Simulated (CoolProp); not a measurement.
Properties of C2F6 (R116) along the isobar 27.7 bar.

Model: reference Helmholtz-energy equation of state, Lemmon 2006, in CoolProp. It is a short technical equation, of lower accuracy than the large ones.

```json
[
 {"T (K)": "207.4", "phase": "liquid", "cv (kJ/(kg K))": "0.6460", "Joule-Thomson coefficient (K/MPa)": "-0.2687", "isothermal compressibility (1/MPa)": "0.003444", "viscosity (µPa s)": "___"},
 {"T (K)": "222.9", "phase": "liquid", "cv (kJ/(kg K))": "0.6665", "Joule-Thomson coefficient (K/MPa)": "-0.1788", "isothermal compressibility (1/MPa)": "0.004725", "viscosity (µPa s)": "278"},
 {"T (K)": "238.5", "phase": "liquid", "cv (kJ/(kg K))": "0.6878", "Joule-Thomson coefficient (K/MPa)": "-0.04536", "isothermal compressibility (1/MPa)": "0.006897", "viscosity (µPa s)": "217"},
 {"T (K)": "254", "phase": "liquid", "cv (kJ/(kg K))": "0.7100", "Joule-Thomson coefficient (K/MPa)": "0.1742", "isothermal compressibility (1/MPa)": "0.01110", "viscosity (µPa s)": "167"},
 {"T (K)": "269.5", "phase": "liquid", "cv (kJ/(kg K))": "0.7348", "Joule-Thomson coefficient (K/MPa)": "0.6222", "isothermal compressibility (1/MPa)": "___", "viscosity (µPa s)": "124"},
 {"T (K)": "285.1", "phase": "liquid", "cv (kJ/(kg K))": "0.7735", "Joule-Thomson coefficient (K/MPa)": "2.341", "isothermal compressibility (1/MPa)": "0.09378", "viscosity (µPa s)": "___"},
 {"T (K)": "300.6", "phase": "gas", "cv (kJ/(kg K))": "0.7841", "Joule-Thomson coefficient (K/MPa)": "13.00", "isothermal compressibility (1/MPa)": "0.7101", "viscosity (µPa s)": "17.7"},
 {"T (K)": "316.2", "phase": "gas", "cv (kJ/(kg K))": "0.7835", "Joule-Thomson coefficient (K/MPa)": "9.666", "isothermal compressibility (1/MPa)": "0.5414", "viscosity (µPa s)": "17.7"},
 {"T (K)": "331.7", "phase": "gas", "cv (kJ/(kg K))": "0.7944", "Joule-Thomson coefficient (K/MPa)": "7.757", "isothermal compressibility (1/MPa)": "0.4800", "viscosity (µPa s)": "18.1"},
 {"T (K)": "347.3", "phase": "gas", "cv (kJ/(kg K))": "0.8089", "Joule-Thomson coefficient (K/MPa)": "6.452", "isothermal compressibility (1/MPa)": "0.4467", "viscosity (µPa s)": "18.8"},
 {"T (K)": "362.8", "phase": "gas", "cv (kJ/(kg K))": "0.8247", "Joule-Thomson coefficient (K/MPa)": "5.498", "isothermal compressibility (1/MPa)": "0.4258", "viscosity (µPa s)": "19.4"},
 {"T (K)": "378.4", "phase": "gas", "cv (kJ/(kg K))": "0.8409", "Joule-Thomson coefficient (K/MPa)": "___", "isothermal compressibility (1/MPa)": "0.4113", "viscosity (µPa s)": "20.1"},
 {"T (K)": "393.9", "phase": "gas", "cv (kJ/(kg K))": "0.8569", "Joule-Thomson coefficient (K/MPa)": "4.173", "isothermal compressibility (1/MPa)": "0.4007", "viscosity (µPa s)": "20.7"},
 {"T (K)": "409.5", "phase": "gas", "cv (kJ/(kg K))": "___", "Joule-Thomson coefficient (K/MPa)": "___", "isothermal compressibility (1/MPa)": "0.3927", "viscosity (µPa s)": "21.4"},
 {"T (K)": "425", "phase": "gas", "cv (kJ/(kg K))": "0.8880", "Joule-Thomson coefficient (K/MPa)": "3.297", "isothermal compressibility (1/MPa)": "0.3864", "viscosity (µPa s)": "22.0"}
]
```

Problem. Complete the blanks.

Solution. 
- 207.4, viscosity (µPa s): 359
- 269.5, isothermal compressibility (1/MPa): 0.02188
- 285.1, viscosity (µPa s): 80.0
- 378.4, Joule-Thomson coefficient (K/MPa): 4.758
- 409.5, cv (kJ/(kg K)): 0.8728
- 409.5, Joule-Thomson coefficient (K/MPa): 3.693

Viscosity comes from a separate model (Huber 2003), an estimate that may be off by 10 % or more.
